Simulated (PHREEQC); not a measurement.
A PHREEQC input (ion-association model, phreeqc.dat):

```
SOLUTION 1
  temp 20
  units mg/kgw
  pH 6.61
  pe 11.7
  Na 3.18
  K 0.141
  Ca 10.2
  Mg 1.7
  Cl 11 charge
  Li 0.1 charge
  S(6) 2.17 as SO4
  Alkalinity 27.7 as HCO3
  O(0) 0.135
  Si 0.0655 as SiO2
  Ba 0.0364
END
USE solution 1
EQUILIBRIUM_PHASES 1
  Chalcedony 0 0
  CO2(g) -2.5 10
END
```

It stops with these messages:

```
ERROR: Charge balance specified for more than one species.
ERROR: Program terminating due to input errors.
```

The fault: two constituents marked charge. The line should read `Cl 11` where the input has `Cl 11 charge / Li 0.1 charge`. With the mend the run ends at pH 6.93 and ionic strength 0.00114 mol/kgw.
